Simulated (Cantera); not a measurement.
Equilibrium for silicon epitaxy and polysilicon growth: SiH4 + H2

A closed system holds: 1 mol SiH4, 380 mol H2, equilibrated at 0.00270 bar.

These are equilibrium values from Cantera (NASA tables, ideal gas, pure condensed phases), not measurements of a reactor. Candidate condensed phases: Si; 9 gas species. Gases not in the tables: Si2H6 and higher silanes. The numbers say what is thermodynamically allowed, not how fast it happens.

```json
[
 {"T (K)": "825", "x H2": "1.00", "x H": "1.53e-10", "x Si": "<1e-12", "x SiH": "<1e-12", "x SiH2": "<1e-12", "x Si2": "<1e-12", "n Si(s)": "1.00", "n Si(l)": "0"},
 {"T (K)": "975", "x H2": "1.00", "x H": "2.20e-8", "x Si": "<1e-12", "x SiH": "<1e-12", "x SiH2": "4.45e-11", "x Si2": "<1e-12", "n Si(s)": "1.00", "n Si(l)": "0"},
 {"T (K)": "1125", "x H2": "1.000", "x H": "8.55e-7", "x Si": "2.60e-11", "x SiH": "3.38e-11", "x SiH2": "2.37e-9", "x Si2": "<1e-12", "n Si(s)": "1.000", "n Si(l)": "0"},
 {"T (K)": "1275", "x H2": "1.000", "x H": "1.42e-5", "x Si": "7.14e-9", "x SiH": "3.54e-9", "x SiH2": "4.94e-8", "x Si2": "1.37e-12", "n Si(s)": "1.000", "n Si(l)": "0"},
 {"T (K)": "1425", "x H2": "1.000", "x H": "0.000131", "x Si": "5.96e-7", "x SiH": "1.38e-7", "x SiH2": "5.42e-7", "x Si2": "4.34e-10", "n Si(s)": "1.000", "n Si(l)": "0"},
 {"T (K)": "1575", "x H2": "0.999", "x H": "0.000799", "x Si": "2.13e-5", "x SiH": "2.64e-6", "x SiH2": "3.75e-6", "x Si2": "4.52e-8", "n Si(s)": "0.989", "n Si(l)": "0"},
 {"T (K)": "1725", "x H2": "0.996", "x H": "0.00357", "x Si": "0.000376", "x SiH": "2.79e-5", "x SiH2": "1.72e-5", "x Si2": "1.79e-6", "n Si(s)": "0", "n Si(l)": "0.837"}
]
```
x: gas mole fraction; n: condensed amount in mol.

From 825 K to 1575 K the condensed part is Si(s). At 1725 K the condensed part is Si(l).
